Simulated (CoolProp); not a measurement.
Carbon monoxide at 385.24 K and 4.56 MPa is throttled through a valve to 1.53 MPa with no heat exchange. Each further row changes one setting.

Computed with CoolProp (reference Helmholtz-energy equation of state, Lemmon 2006). It is a short technical equation, of lower accuracy than the large ones.

| case | temperature change (K) | final density (kg/m³) |
|---|---|---|
| as stated | -3.7 | 13.5 |
| outlet pressure 0.459 MPa | -5.2 | 4.07 |
| outlet pressure 1.99 MPa | -3.1 | 17.5 |
